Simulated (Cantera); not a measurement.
A perfectly stirred reactor is fed with H₂ : O₂ : N₂ = 1 : 0.294 : 1.76 (molar parts), equivalence ratio 1.7, at 500000 Pa; it is adiabatic with a 548 K inlet, and is followed from long to short residence time, starting on the burning branch (τ in s: 0.068, 0.029, 0.012, 0.0052, 0.0022, 0.00093, 0.00039, 0.00017, 7e-05, 3e-05, 1.3e-05).

Cantera simulation using GRI-Mech 3.0 (53 species, 325 reactions); the numbers are that mechanism's predictions, not measurements. The hydrogen kinetics of GRI-Mech 3.0 are dated; newer H2 mechanisms differ, most at raised pressure.

What does this change do: pressure from 500000 Pa to 970000 Pa?


```
quantity                                                                          before                                   after
------------------------------------------------  --------------------------------------  --------------------------------------
blow-out, bracketed by the residence times tried  burning at 13.0 µs, the shortest tried  burning at 13.0 µs, the shortest tried
x(H₂) at τ = 68.0 ms                                                               0.149                                   0.149
x(O₂) at τ = 68.0 ms                                                             2.55e-5                                 2.19e-5
x(H₂O₂) at τ = 68.0 ms                                                           3.91e-9                                 4.07e-9
x(H) at τ = 68.0 ms                                                             0.000848                                0.000464
x(O) at τ = 68.0 ms                                                              5.49e-7                                 1.72e-7
x(H₂) at τ = 0.930 ms                                                              0.147                                   0.148
x(O₂) at τ = 0.930 ms                                                           0.000282                                0.000246
x(H₂O₂) at τ = 0.930 ms                                                          8.75e-8                                 1.10e-7
x(H) at τ = 0.930 ms                                                             0.00623                                 0.00320
x(O) at τ = 0.930 ms                                                             2.97e-5                                 8.64e-6
```

What does this change do: inlet temperature 548 to 800 K?


```csv
quantity,before,after
"blow-out, bracketed by the residence times tried","burning at 13.0 µs, the shortest tried","burning at 13.0 µs, the shortest tried"
x(H₂) at τ = 68.0 ms,0.149,0.149
x(O₂) at τ = 68.0 ms,2.55e-5,1.35e-5
x(H₂O₂) at τ = 68.0 ms,3.91e-9,3.21e-9
x(H) at τ = 68.0 ms,0.000848,0.00138
x(O) at τ = 68.0 ms,5.49e-7,1.85e-6
x(H₂) at τ = 0.930 ms,0.147,0.146
x(O₂) at τ = 0.930 ms,0.000282,0.000218
x(H₂O₂) at τ = 0.930 ms,8.75e-8,6.68e-8
x(H) at τ = 0.930 ms,0.00623,0.00705
x(O) at τ = 0.930 ms,2.97e-5,4.82e-5
```
